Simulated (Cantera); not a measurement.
Input (Python, Cantera):

```python
import numpy as np
import cantera as ct

gas = ct.Solution("SiF4_NH3_mec.yaml", "gas")
gas.TPX = 1598, 17000, {'NH3': 1, 'N2': 0.14}
reactor = ct.IdealGasConstPressureReactor(gas, energy="off", clone=False)
net = ct.ReactorNet([reactor])
net.rtol, net.atol = 1e-08, 1e-18
show = ['NH3', 'N2', 'H', 'NH', 'N2H2']
times = np.geomspace(0.0002, 20, 10)

steps = ct.SolutionArray(gas, extra=["t"])
rows = []
print(f"{'t/s':>10s}{'T/K':>9s}{'P/Pa':>11s}" + "".join(f"{s:>11s}" for s in show))
for t in times:
    while net.time < t:
        t_next = net.step()
        steps.append(gas.state, t=t_next)
    rows.append([np.interp(t, steps.t, y) for y in (steps.T, steps.P, *steps(*show).X.T)])
    print(f"{t:10.3e}{rows[-1][0]:9.1f}{rows[-1][1]:11.4g}" + "".join(f"{x:11.3e}" for x in rows[-1][2:]))
rate = np.gradient(steps.T, steps.t)
print("integrator steps:", len(steps.t))
if steps.T.max() > steps.T[0] + 200:
    print(f"time of steepest temperature rise: {steps.t[rate.argmax()]:.4e} s")
gas.TPX = 1598, 17000, {'NH3': 1, 'N2': 0.14}
gas.equilibrate("TP")
print(f"equilibrium (TP): T = {gas.T:.1f} K  " + "  ".join(f"{s} {gas[s].X[0]:.3e}" for s in show))
```

Output:

```
       t/s      T/K       P/Pa        NH3         N2          H         NH       N2H2
 2.000e-04   1598.0    1.7e+04  8.772e-01  1.228e-01  4.862e-09  1.062e-10  1.834e-10
 7.188e-04   1598.0    1.7e+04  8.772e-01  1.228e-01  4.940e-09  2.153e-09  4.219e-09
 2.583e-03   1598.0    1.7e+04  8.771e-01  1.228e-01  6.206e-09  2.849e-08  6.753e-08
 9.283e-03   1598.0    1.7e+04  8.769e-01  1.228e-01  2.125e-08  1.906e-07  6.699e-07
 3.336e-02   1598.0    1.7e+04  8.758e-01  1.230e-01  8.116e-08  2.820e-07  1.096e-06
 1.199e-01   1598.0    1.7e+04  8.717e-01  1.239e-01  2.771e-07  2.985e-07  1.088e-06
 4.309e-01   1598.0    1.7e+04  8.571e-01  1.268e-01  9.648e-07  3.395e-07  1.056e-06
 1.549e+00   1598.0    1.7e+04  8.076e-01  1.367e-01  3.304e-06  3.973e-07  9.446e-07
 5.565e+00   1598.0    1.7e+04  6.629e-01  1.658e-01  1.067e-05  4.178e-07  6.584e-07
 2.000e+01   1598.0    1.7e+04  3.790e-01  2.229e-01  2.928e-05  3.539e-07  2.608e-07
integrator steps: 976
equilibrium (TP): T = 1598.0 K  NH3 2.529e-06  N2 2.990e-01  H 1.088e-04  NH 1.082e-11  N2H2 4.537e-15
```

Cantera simulation using the gas-phase N/H chemistry of the illustrative SiF4/NH3 mechanism in the Surface Chemkin manual (1991); the numbers are that mechanism's predictions, not measurements. Walls and surfaces, which speed up NH3 decomposition in real reactors, are not modelled.
